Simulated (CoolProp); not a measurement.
The fluid at 275.47 K and 0.00405 MPa is compressed adiabatically to 0.0307 MPa with isentropic efficiency 0.8. The same conditions are run with several fluids, on thermodynamics alone (safety and materials aside).

Computed with CoolProp (reference Helmholtz-energy equation of state of each fluid (n-perfluorohexane: Gao 2022; ethane: Bücker 2006; fluoroethane (R161): Wu 2012; carbonyl sulfide: Lemmon 2006; chloromethane (R40): Thol 2014)).

| fluid | work (kJ/kg) | final temperature (K) | final phase | final density (kg/m³) |
|---|---|---|---|---|
| n-perfluorohexane | 17.5 | 299.1 | two-phase, vapour fraction 0.991 | 4.32 |
| ethane | 226 | 394.8 | gas | 0.281 |
| fluoroethane (R161) | 139 | 380.4 | gas | 0.467 |
| carbonyl sulfide | 118 | 437.3 | gas | 0.508 |
| chloromethane (R40) | 141 | 434.4 | gas | 0.430 |
